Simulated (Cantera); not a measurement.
Adiabatic ignition

An adiabatic, constant-pressure homogeneous reactor starts with 17.4 % CH3OH, 17.4 % O2, 65.3 % N2, equivalence ratio 1.5, at 1725 K and 7500 Torr.

Cantera simulation using GRI-Mech 3.0 (53 species, 325 reactions); the numbers are that mechanism's predictions, not measurements. GRI-Mech 3.0 was tuned for natural gas; its chemistry of methanol as a main component is partial and can be far from experiment.

```json
[
 {"t (s)": "2.00e-6", "T (K)": "1740", "x CH3OH": "0.159", "x O2": "0.166", "x O": "9.35e-7", "x H2O": "0.00781", "x N2O": "5.58e-8"},
 {"t (s)": "1.07e-5", "T (K)": "2921", "x CH3OH": "<1e-12", "x O2": "0.00325", "x O": "0.00213", "x H2O": "0.217", "x N2O": "4.23e-7"},
 {"t (s)": "5.69e-5", "T (K)": "2961", "x CH3OH": "<1e-12", "x O2": "0.00224", "x O": "0.00149", "x H2O": "0.221", "x N2O": "4.70e-7"},
 {"t (s)": "0.000304", "T (K)": "2952", "x CH3OH": "<1e-12", "x O2": "0.00203", "x O": "0.00137", "x H2O": "0.220", "x N2O": "5.39e-7"},
 {"t (s)": "0.00162", "T (K)": "2951", "x CH3OH": "<1e-12", "x O2": "0.00202", "x O": "0.00137", "x H2O": "0.220", "x N2O": "5.46e-7"},
 {"t (s)": "0.00864", "T (K)": "2951", "x CH3OH": "<1e-12", "x O2": "0.00202", "x O": "0.00137", "x H2O": "0.220", "x N2O": "5.46e-7"},
 {"t (s)": "0.0461", "T (K)": "2951", "x CH3OH": "<1e-12", "x O2": "0.00202", "x O": "0.00137", "x H2O": "0.220", "x N2O": "5.46e-7"},
 {"t (s)": "0.246", "T (K)": "2951", "x CH3OH": "<1e-12", "x O2": "0.00202", "x O": "0.00137", "x H2O": "0.220", "x N2O": "5.46e-7"},
 {"t (s)": "1.31", "T (K)": "2951", "x CH3OH": "<1e-12", "x O2": "0.00202", "x O": "0.00137", "x H2O": "0.220", "x N2O": "5.46e-7"},
 {"t (s)": "7.00", "T (K)": "2951", "x CH3OH": "<1e-12", "x O2": "0.00202", "x O": "0.00137", "x H2O": "0.220", "x N2O": "5.46e-7"}
]
```
x: mole fraction; the columns are a selection and need not sum to one.

| Property | Result |
|---|---|
| time of steepest temperature rise | 4.47 µs |
| temperature at 7.00 s | 2951 K |
| equilibrium temperature | 2951 K |
| x(CH3OH) at 7.00 s | <1e-12 (gas-phase equilibrium <1e-12) |
| x(O2) at 7.00 s | 0.00202 (gas-phase equilibrium 0.00202) |
| x(O) at 7.00 s | 0.00137 (gas-phase equilibrium 0.00137) |
